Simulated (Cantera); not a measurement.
A closed system holds: 1 mol MgO, 0.11 mol N2, held at 1977 °C and 16.0 mbar.

Equilibrium computed with Cantera from the NASA thermochemical tables; the gas is ideal and each condensed phase is pure. Candidate condensed phases: Mg, MgO; 13 gas species. Rates play no part.

**Question.** What is the equilibrium state?

**Answer.** 
```json
{
  "x(N2)": "0.989",
  "x(Mg)": "0.00641",
  "x(O2)": "0.00184",
  "x(NO)": "0.00148",
  "x(O)": "0.00125",
  "x(MgO)": "0.000101",
  "n(MgO(s))": "0.999 mol",
  "gas_amount": "0.1111 mol",
  "log10 activity of Mg(l) (absent)": "-5.84"
}
```
